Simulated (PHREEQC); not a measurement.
Make-up at 30 °C: 0.1 mol/kgw NH4HF2, 3.8e-05 mol/kgw (NH4)2SiF6 and 0.044 mol/kgw HCl. Closed to the air; pH follows from the charge balance.

Computed with PHREEQC (ion-association model, phreeqc.dat).

**Question.** The ionic strength comes out as 0.103 mol/kgw. What activity coefficients do H+, F-, SiF6-2, Cl-, HF2- get?

**Answer.** H+ 0.82, F- 0.76, SiF6-2 0.37, Cl- 0.76, HF2- 0.78.

This is a speciation only: nothing precipitates in the calculation. SiF6-2 is the database's only silicon fluoride.
